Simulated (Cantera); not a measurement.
A freely propagating, adiabatic, planar premixed flame of CH4 : O2 : N2 = 1 : 1.67 : 5.83 (molar parts), unburnt at 450 K and 0.513 atm; mixture-averaged transport, grid criteria slope 0.08 and curve 0.16, no radiation.

Model: GRI-Mech 3.0 (53 species, 325 reactions), integrated in Cantera. Burning velocities carry a grid error of a few per cent, more on coarse grids.

**Question.** What does this change do: inlet temperature 450 to 375 K?

**Answer.** 
```csv
quantity,before,after
laminar burning velocity,93.2 cm/s,69.2 cm/s
thermal thickness,0.609 mm,0.646 mm
peak x(H2),0.0414,0.0405
peak x(HCN),1.35e-5,1.29e-5
peak x(CO),0.0714,0.0700
```
